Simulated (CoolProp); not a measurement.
A Linde-Hampson liquefier for carbon monoxide: isothermal reversible compression at 250 K from 1 atm to 10 MPa, throttling to 1 atm, return gas leaving the recuperator 5 K below the feed. Each further row changes one setting.

Model: reference Helmholtz-energy equation of state, Lemmon 2006, in CoolProp. It is a short technical equation, of lower accuracy than the large ones.

| case | liquid yield per pass | compression work (kJ/kg of gas) |
|---|---|---|
| as stated | 0.074 | 335 |
| high pressure 20 MPa | 0.132 | 384 |
| warm-end temperature 280 K | 0.051 | 379 |
| warm-end gap 10 K | 0.062 | 335 |
